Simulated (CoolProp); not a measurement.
A single-stage vapour-compression cycle with the fluid: evaporating at 246.15 K (dew point), condensing at 276.15 K (bubble point), superheat 8 K, subcooling 5 K, compressor efficiency 0.8, no pressure losses. The same conditions are run with several fluids, on thermodynamics alone (safety and materials aside).

Values from CoolProp's reference Helmholtz-energy equation of state of each fluid (R134a: Tillner-Roth 1994; hydrogen chloride: Thol 2018; R152A: Outcalt 1996; n-perfluorobutane: Gao 2022; R1336mzz(E): Akasaka 2023; R227EA: Lemmon 2016).

```json
[
 {"fluid": "R134a", "cooling COP": "6.02", "pressure ratio": "…", "discharge temperature (K)": "…", "refrigerating effect (kJ/kg)": "191", "volumetric capacity (kJ/m³)": "930"},
 {"fluid": "hydrogen chloride", "cooling COP": "5.42", "pressure ratio": "2.35", "discharge temperature (K)": "334.5", "refrigerating effect (kJ/kg)": "…", "volumetric capacity (kJ/m³)": "7760"},
 {"fluid": "R152A", "cooling COP": "6.02", "pressure ratio": "3.31", "discharge temperature (K)": "…", "refrigerating effect (kJ/kg)": "299", "volumetric capacity (kJ/m³)": "858"},
 {"fluid": "n-perfluorobutane", "cooling COP": "5.80", "pressure ratio": "3.78", "discharge temperature (K)": "276.2", "refrigerating effect (kJ/kg)": "…", "volumetric capacity (kJ/m³)": "318"},
 {"fluid": "R1336mzz(E)", "cooling COP": "…", "pressure ratio": "4.33", "discharge temperature (K)": "286.9", "refrigerating effect (kJ/kg)": "147", "volumetric capacity (kJ/m³)": "220"},
 {"fluid": "R227EA", "cooling COP": "5.96", "pressure ratio": "3.50", "discharge temperature (K)": "283.1", "refrigerating effect (kJ/kg)": "115", "volumetric capacity (kJ/m³)": "…"}
]
```

Problem. Complete the blanks.

Solution. 
- R134a, pressure ratio: 3.36
- R134a, discharge temperature (K): 298.3
- hydrogen chloride, refrigerating effect (kJ/kg): 328
- R152A, discharge temperature (K): 308.5
- n-perfluorobutane, refrigerating effect (kJ/kg): 84.7
- R1336mzz(E), cooling COP: 6.05
- R227EA, volumetric capacity (kJ/m³): 596

The compression ends wet for: n-perfluorobutane.
